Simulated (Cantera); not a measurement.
Input (Python, Cantera) and output of one run.

```python
import numpy as np
import cantera as ct

gas_names = """
    C2H2,acetylene H2
""".split()
cond_names = """
    Ti(a) Ti(b) Ti(L) TiC(s) TiC(L)
""".split()


# ... load() reads the species with a 1 bar reference pressure and builds the phases ...
species = {s.name: s for s in load("nasa_gas.yaml", gas_names) + load("nasa_condensed.yaml", cond_names)}
# Each term lists the table entries of one substance; the one whose range holds T is used.
reactions = {
    'C2H2(g) + 2 Ti = H2(g) + 2 TiC':
        [(-1, ['C2H2,acetylene']), (-2, ['Ti(a)', 'Ti(b)', 'Ti(L)']), (1, ['H2']), (2, ['TiC(s)', 'TiC(L)'])],
}


def pick(names, T):
    return next(species[n] for n in names if species[n].thermo.min_temp <= T <= species[n].thermo.max_temp)


results = []
for label, terms in reactions.items():
    print(label)
    print("     T/K   dH/kJ  dS/(J/K)   dG/kJ   log10 K")
    for T in [300, 1650, 1700, 1750, 1800, 1850, 1900, 1950, 2000]:
        used = [(nu, pick(names, T)) for nu, names in terms]
        dH = sum(nu * s.thermo.h(T) for nu, s in used) / 1e6
        dS = sum(nu * s.thermo.s(T) for nu, s in used) / 1e3
        dG = dH - T * dS / 1e3
        logK = -dG * 1e6 / (ct.gas_constant * T * np.log(10))
        results.append((label, T, dH, dS, dG, logK, [s.name for _, s in used]))
        print(f"{T:8g} {dH:8.1f} {dS:8.1f} {dG:8.1f} {logK:8.2f}")
```

It prints:

```
C2H2(g) + 2 Ti = H2(g) + 2 TiC
     T/K   dH/kJ  dS/(J/K)   dG/kJ   log10 K
     300   -596.4    -83.2   -571.4    99.49
    1650   -600.1    -82.3   -464.2    14.70
    1700   -600.3    -82.5   -460.1    14.14
    1750   -600.6    -82.6   -456.0    13.61
    1800   -600.9    -82.8   -451.9    13.11
    1850   -601.2    -83.0   -447.7    12.64
    1900   -601.7    -83.2   -443.6    12.19
    1950   -631.4    -98.5   -439.3    11.77
    2000   -632.5    -99.1   -434.4    11.34
```

Standard-state values (1 bar) from the NASA 1993 polynomials, evaluated with Cantera. TiC: taken at fixed stoichiometry. Condensed species are held in their standard states even where they would react or evaporate.
